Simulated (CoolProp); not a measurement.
R123 along the isotherm 500 K: fugacity coefficient from the reference equation and from simpler models built on Tc = 456.8 K, pc = 36.62 bar, ω = 0.282; each cubic takes its own stable root.

Computed with CoolProp (reference Helmholtz-energy equation of state, Younglove 1994). It is a modified Benedict-Webb-Rubin equation, recast in Helmholtz form.

```tsv
p (bar)	phase	reference
26.2	gas	0.8279
52.3	supercritical	0.6655
78.5	supercritical	0.5284
105	supercritical	0.4462
131	supercritical	0.3980
157	supercritical	0.3671
183	supercritical	0.3468
209	supercritical	0.3333
235	supercritical	0.3245
262	supercritical	0.3191
288	supercritical	0.3166
314	supercritical	0.3163
340	supercritical	0.3178
366	supercritical	0.3207
```

Task: How far does each simpler model (van der Waals, Redlich-Kwong, Peng-Robinson) lie from the reference over these 14 states: mean and median of the absolute difference, and the worst?

Result: 
- van der Waals: mean 15.1 %, median 13.6 %, worst +36.5 % at 500 K and 366 bar
- Redlich-Kwong: mean 2.6 %, median 2.3 %, worst +5.1 % at 500 K and 366 bar
- Peng-Robinson: mean 1.4 %, median 1.3 %, worst -3.1 % at 500 K and 52.3 bar
